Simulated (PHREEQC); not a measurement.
0.041 g of hydrous ferric oxide (600 m²/g; 0.2 weak and 0.005 strong sites per Fe, Dzombak-Morel constants, diffuse double layer) in 1 kg of water with 0.001 mol/kgw of an inert sodium salt and 0.0055 mmol/kgw CuCl2, at 25 °C; the pH is set by adding NaOH or the inert anion's acid. O2 is buffered at 0.21 atm. The system is closed to CO2. Precipitation was switched off in this run.

Computed with PHREEQC (ion-association model, wateq4f.dat).

Problem. Predict Cu sorbed (%), surface charge σ (C/m²), surface potential ψ (mV) at pH = 4.75, 6.62, 7.38, 10.

Solution. 
```
pH    Cu sorbed (%)  surface charge σ (C/m²)  surface potential ψ (mV)
----  -------------  -----------------------  ------------------------
4.75            5.8                    0.064                       181
6.62           97.1                    0.011                        91
7.38           99.1                    0.004                        49
10             99.0                   -0.014                      -101
```

The database's constant for dissolved Cu(OH)2 is higher than later reviews accept.
